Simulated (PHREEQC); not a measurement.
**Spent oxide etchant (model solution)**

Solution (25 °C): 28 mmol/kgw HF, 3.4 mmol/kgw (NH4)2SiF6 and 170 mmol/kgw H3BO3. Closed to the air; pH follows from the charge balance.

Equilibrium calculation in PHREEQC: ion-association model, phreeqc.dat.

Each row changes one thing in this solution. No solid was allowed to form.

```tsv
case	pH	ionic strength (mol/kgw)	H4SiO4 (mol/kgw)	HF (mol/kgw)	SiF6-2 (mol/kgw)	F- (mol/kgw)	SI of SiO2(a) (SiO2)
as made	2.23	0.0137	0.00301	0.00166	0.000393	0.000212	+0.19
H3BO3 left out	2.38	0.0148	1.77e-9	[?]	0.00340	0.00422	-6.04
diluted 10-fold with water	3.02	0.00172	0.000307	0.000923	3.27e-5	[?]	-0.80
diluted 2-fold with water	2.50	0.00704	0.00149	0.00140	0.000214	0.000323	-0.11
HF replaced by NaF at the same molality	[?]	[?]	0.00330	0.000110	9.55e-5	0.0213	+0.24
0.019 mol/kgw H2S added	2.23	0.0137	0.00301	0.00166	0.000393	0.000212	+0.19
HF left out	3.28	0.00753	[?]	0.000641	0.000156	0.000888	+0.23
```

Q: Complete the blanks.

A: 
- H3BO3 left out, HF (mol/kgw): 0.0230
- diluted 10-fold with water, F- (mol/kgw): 0.000668
- HF replaced by NaF at the same molality, pH: 5.38
- HF replaced by NaF at the same molality, ionic strength (mol/kgw): 0.0347
- HF left out, H4SiO4 (mol/kgw): 0.00324

Complexes and solids missing from the database can't appear. Some of these states are supersaturated (in SiO2(a), Quartz (slow to form), Chalcedony (slow to form), for instance). SiF6-2 is the database's only silicon fluoride. Real BF4- forms and hydrolyses slowly; the run takes it at equilibrium.
